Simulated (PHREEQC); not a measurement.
A PHREEQC input (ion-association model, phreeqc.dat):

```
SOLUTION 1
  temp 25
  units mg/L
  pH 6.08
  pe -0.4
  Na 5.47
  K 0.95
  Ca 1.6
  Mg 0.799
  Cl 3.26
  S(6) 0.476 as S
  Alkalinity 18.4 as HCO3
  Br 0.216
  Zn 0.229
  Si 0.135 as SiO2
END
USE solution 1
EQUILIBRIUM_PHASES 1
  Gypsum 0 0
  CO2(g) -3.4 10
END
```

The run finishes without an error or a warning.

Its last state differs from that of the intended input:

| quantity | as run | intended |
|---|---|---|
| ionic strength (mol/kgw) | 0.000509 | 0.000490 |
| MgSO4 (mol/kgw) | 9.14e-8 | 3.07e-8 |
| CaSO4 (mol/kgw) | 8.42e-8 | 2.83e-8 |
| NaSO4- (mol/kgw) | 1.58e-8 | 5.27e-9 |
| ZnSO4 (mol/kgw) | 7.95e-9 | 2.67e-9 |

Task: One thing in the input isn't as intended. What explains the difference?

Result: This is not unique; one that fits is The fault: sulfate typed 'as S' though the number is for SO4. The line should read `as SO4` where the input has `as S`.
